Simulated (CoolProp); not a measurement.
The fluid at 293.15 K and 0.408 MPa (gas) is heated at constant pressure to 340.4 K. The same conditions are run with several fluids, on thermodynamics alone (safety and materials aside).

The numbers come from the reference Helmholtz-energy equation of state of each fluid (carbonyl sulfide: Lemmon 2006; R404A: Lemmon 2003; R1132(E): Akasaka 2024; ammonia: Gao 2020; carbon dioxide: Span 1996) in CoolProp. Blends and air are pseudo-pure fits.

Task: Rank carbonyl sulfide, R404A, R1132(E), ammonia, carbon dioxide by heat (kJ/kg), highest first.

Result: ammonia (112), R1132(E) (48.0), R404A (44.7), carbon dioxide (41.9), carbonyl sulfide (35.1)

```csv
fluid,final density (kg/m³)
carbonyl sulfide,8.93
R404A,14.7
R1132(E),9.52
ammonia,2.52
carbon dioxide,6.43
```
